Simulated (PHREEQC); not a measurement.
Consider water at 65 °C with 33 mmol/kgw CuSO4, 79 mmol/kgw NaF and 1.7 mmol/kgw Na2SO4. Closed to the air; pH follows from the charge balance.

Equilibrium calculation in PHREEQC: ion-association model, wateq4f.dat.

| quantity | before | after |
|---|---|---|
| pH | 4.98 | 5.13 |
| ionic strength (mol/kgw) | 0.156 | 0.0184 |
| Na+ (mol/kgw) | 0.0776 | 0.00813 |
| F- (mol/kgw) | 0.0671 | 0.00746 |
| SO4-2 (mol/kgw) | 0.0231 | 0.00282 |
| NaSO4- (mol/kgw) | 0.00328 | 8.16e-5 |
| SI of Mirabilite (Na2SO4:10H2O) | -5.20 | -7.63 |

**Question.** Which change was made?
(A) CuSO4 from 0.033 to 0.0297 mol/kgw
(B) diluted 10-fold with water
(C) CuSO4 left out
(D) NaF from 0.079 to 0.0158 mol/kgw
(E) NaF from 0.079 to 0.0711 mol/kgw

**Answer.** B, diluted 10-fold with water

No solid was allowed to form. Some of these states are supersaturated (in Cu(OH)2, Tenorite (slow to form), for instance). Away from 25 °C the constants follow the database's enthalpies or fits; those with neither stay at their 25 °C values.
